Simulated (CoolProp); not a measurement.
A single-stage vapour-compression cycle with R152A: evaporating at 276.15 K (dew point), condensing at 310.15 K (bubble point), superheat 2 K, subcooling 0 K, compressor efficiency 0.65, no pressure losses. Each further row changes one setting.

Computed with CoolProp (reference Helmholtz-energy equation of state, Outcalt 1996). It is a modified Benedict-Webb-Rubin equation, recast in Helmholtz form.

| case | cooling COP | pressure ratio | discharge temperature (K) | refrigerating effect (kJ/kg) | volumetric capacity (kJ/m³) |
|---|---|---|---|---|---|
| as stated | 4.55 | 2.86 | 337.3 | 246 | 2250 |
| evaporating temperature 281.15 K | ___ | 2.41 | ___ | ___ | 2690 |
| condensing temperature 305.15 K | 5.46 | 2.49 | 329.3 | 255 | 2340 |
| subcooling 5 K | 4.72 | 2.86 | 337.3 | 255 | 2340 |
| superheat 12 K | 4.53 | 2.86 | ___ | 257 | ___ |
| compressor efficiency 0.55 | ___ | 2.86 | 344.9 | 246 | 2250 |

### Question
Fill in the missing entries.

### Answer

- evaporating temperature 281.15 K, cooling COP: 5.53
- evaporating temperature 281.15 K, discharge temperature (K): 333.0
- evaporating temperature 281.15 K, refrigerating effect (kJ/kg): 249
- superheat 12 K, discharge temperature (K): 348.0
- superheat 12 K, volumetric capacity (kJ/m³): 2240
- compressor efficiency 0.55, cooling COP: 3.85
